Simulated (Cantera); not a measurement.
A Cantera script and what it prints.

```python
import numpy as np
import cantera as ct

gas_names = """
    H H2 N NH NH2 NH3 N2 N2H2 N2H4 Si SiH SiH2 SiH3 SiH4 SiN Si2 Si2N Si3
""".split()
cond_names = """
    Si(cr) Si(L) Si3N4(a)
""".split()


# ... load() reads the species with a 1 bar reference pressure and builds the phases ...
atoms = {
    'trisilylamine': {'Si': 3, 'N': 1, 'H': 9},
    'NH3': {'N': 1, 'H': 3},
}
top_T = {'Si3N4(a)': 2400}  # K; cautious upper limits of use, not melting points


# ... equilibrate(T, P, feed) seeds the gas with the atoms and calls Mixture.equilibrate('TP', solver="vcs", rtol=1e-11, max_steps=5000) ...
results = []
feed = {'trisilylamine': 1, 'NH3': 0.25}  # mol
T = 1650  # K
P = 110  # Pa
mix = equilibrate(T, P, feed)
results.append((T, P, feed, dict(zip(mix.species_names, mix.species_moles))))
x = sorted(zip(gas.X, gas.species_names), reverse=True)
print(f"T = {T:g} K  P = {P:g} Pa  gas = {mix.phase_moles(0):.4g} mol")
print("   x: " + "  ".join(f"{s} {v:.3e}" for v, s in x if v > 0.0001))
print("   condensed (mol): " + ("  ".join(f"{mix.phase(i).name} {mix.phase_moles(i):.4g}"
      for i in range(1, mix.n_phases) if mix.phase_moles(i) > 1e-12) or "none"))
```

It prints:

```
T = 1650 K  P = 110 Pa  gas = 5.508 mol
   x: H2 8.837e-01  N2 1.135e-01  H 2.575e-03  Si 2.435e-04
   condensed (mol): Si(cr) 2.998
```

Method: chemical equilibrium by Gibbs-energy minimisation in Cantera with the NASA 1993 tables (ideal gas, pure condensed phases). The feed counts by its element totals alone.
